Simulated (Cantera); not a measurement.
A freely propagating, adiabatic, planar premixed flame of H2 : O2 : N2 = 1 : 0.725 : 3.48 (molar parts), equivalence ratio 0.69, unburnt at 650 K and 2400 Torr; mixture-averaged transport, grid criteria slope 0.08 and curve 0.16, no radiation.

Model: the H2/O2 subset of GRI-Mech 3.0, which has no nitrogen chemistry, integrated in Cantera. The hydrogen kinetics of GRI-Mech 3.0 are dated; newer H2 mechanisms differ, most at raised pressure. Burning velocities carry a grid error of a few per cent, more on coarse grids. Lean hydrogen flames are cellular in practice and burn faster than this planar one.

Question: Predict: laminar burning velocity; thermal thickness; peak x(O); peak x(HO2); peak x(H).

Answer: 
- laminar burning velocity = 364 cm/s
- thermal thickness = 0.113 mm
- peak x(O) = 0.00636
- peak x(HO2) = 0.000513
- peak x(H) = 0.0113
